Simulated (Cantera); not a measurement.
## Premixed flame

A freely propagating, adiabatic, planar premixed flame of H2 : O2 : N2 : H2O = 1 : 0.5 : 1.88 : 0.0063 (molar parts), equivalence ratio 1.0, unburnt at 375 K and 31000 Pa; mixture-averaged transport, grid criteria slope 0.08 and curve 0.16, no radiation.

Computed with Cantera and the H2/O2 subset of GRI-Mech 3.0, which has no nitrogen chemistry. Burning velocities carry a grid error of a few per cent, more on coarse grids.

```tsv
z (mm)	T (K)	u (m/s)	x H2	x O2	x OH	x H2O2	x H2O	x H
-5.47	375	3.07	0.295	0.148	<1e-8	<1e-8	0.00186	<1e-8
-3.65	375	3.07	0.295	0.148	<1e-8	<1e-8	0.00186	<1e-8
-2.73	375	3.07	0.295	0.148	<1e-8	<1e-8	0.00186	<1e-8
-1.82	375	3.07	0.295	0.148	<1e-8	<1e-8	0.00186	<1e-8
-0.911	378	3.08	0.293	0.148	1.86e-6	1.05e-6	0.00191	1.93e-6
-0.456	576	4.59	0.265	0.145	0.000834	4.44e-5	0.0155	0.00317
0	1062	8.14	0.158	0.109	0.00219	2.07e-6	0.100	0.0364
0.456	1387	10.5	0.0621	0.0476	0.00745	1.83e-6	0.210	0.0634
0.911	1531	11.5	0.0458	0.0326	0.0104	1.26e-6	0.236	0.0600
1.82	1682	12.5	0.0449	0.0279	0.0130	6.78e-7	0.247	0.0478
3.65	1839	13.6	0.0436	0.0241	0.0150	3.44e-7	0.258	0.0351
7.29	1990	14.5	0.0402	0.0202	0.0158	1.89e-7	0.270	0.0240
14.6	2131	15.4	0.0348	0.0164	0.0153	1.19e-7	0.285	0.0150
```
x: mole fraction of selected species; z is measured from the peak of heat release.

The laminar burning velocity comes out as 307 cm/s. The thermal thickness is 1.82 mm, the peak x(OH) comes out as 0.0158 and the peak x(H2O2) comes out as 4.53e-5. The peak x(H) is 0.0639 and the grid points is 129.
